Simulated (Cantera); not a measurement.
What does this Cantera script print?

```python
import numpy as np
import cantera as ct

gas_names = """
    CO2 CO TaO2
""".split()
cond_names = """
    Ta(cr) Ta(L) Ta2O5(s) Ta2O5(L) C(gr) TaC(s) TaC(L)
""".split()


# ... load() reads the species with a 1 bar reference pressure and builds the phases ...
species = {s.name: s for s in load("nasa_gas.yaml", gas_names) + load("nasa_condensed.yaml", cond_names)}
# Each term lists the table entries of one substance; the one whose range holds T is used.
reactions = {
    '2 Ta + 5 CO2(g) = Ta2O5 + 5 CO(g)':
        [(-2, ['Ta(cr)', 'Ta(L)']), (-5, ['CO2']), (1, ['Ta2O5(s)', 'Ta2O5(L)']), (5, ['CO'])],
    'TaO2(g) + 3 C = TaC + 2 CO(g)':
        [(-1, ['TaO2']), (-3, ['C(gr)']), (1, ['TaC(s)', 'TaC(L)']), (2, ['CO'])],
}


def pick(names, T):
    return next(species[n] for n in names if species[n].thermo.min_temp <= T <= species[n].thermo.max_temp)


results = []
for label, terms in reactions.items():
    print(label)
    print("     T/K   dH/kJ  dS/(J/K)   dG/kJ   log10 K")
    for T in [300, 823, 973, 1123, 1273, 1423, 1573, 1723, 1873, 2023, 2173, 2323]:
        used = [(nu, pick(names, T)) for nu, names in terms]
        dH = sum(nu * s.thermo.h(T) for nu, s in used) / 1e6
        dS = sum(nu * s.thermo.s(T) for nu, s in used) / 1e3
        dG = dH - T * dS / 1e3
        logK = -dG * 1e6 / (ct.gas_constant * T * np.log(10))
        results.append((label, T, dH, dS, dG, logK, [s.name for _, s in used]))
        print(f"{T:8g} {dH:8.1f} {dS:8.1f} {dG:8.1f} {logK:8.2f}")
```

Output:

```
2 Ta + 5 CO2(g) = Ta2O5 + 5 CO(g)
     T/K   dH/kJ  dS/(J/K)   dG/kJ   log10 K
     300   -631.0    -20.1   -625.0   108.82
     823   -615.6     11.5   -625.1    39.67
     973   -612.3     15.1   -627.1    33.66
    1123   -609.2     18.1   -629.6    29.28
    1273   -606.2     20.6   -632.5    25.95
    1423   -603.4     22.7   -635.7    23.34
    1573   -600.7     24.5   -639.3    21.23
    1723   -598.1     26.1   -643.1    19.50
    1873   -595.6     27.5   -647.1    18.05
    2023   -593.3     28.7   -651.3    16.82
    2173   -466.1     90.4   -662.5    15.93
    2323   -457.8     94.1   -676.4    15.21
TaO2(g) + 3 C = TaC + 2 CO(g)
     T/K   dH/kJ  dS/(J/K)   dG/kJ   log10 K
     300   -164.3    140.4   -206.4    35.93
     823   -159.9    151.2   -284.3    18.05
     973   -160.2    150.8   -307.0    16.48
    1123   -160.7    150.3   -329.6    15.33
    1273   -161.2    149.9   -352.1    14.45
    1423   -161.7    149.5   -374.5    13.75
    1573   -162.2    149.2   -397.0    13.18
    1723   -162.6    149.0   -419.3    12.71
    1873   -163.0    148.8   -441.7    12.32
    2023   -163.2    148.7   -464.0    11.98
    2173   -163.4    148.6   -486.3    11.69
    2323   -163.5    148.5   -508.5    11.43
```

Standard-state values (1 bar) from the NASA 1993 polynomials, evaluated with Cantera. TaC: taken at fixed stoichiometry. Condensed species are held in their standard states even where they would react or evaporate.
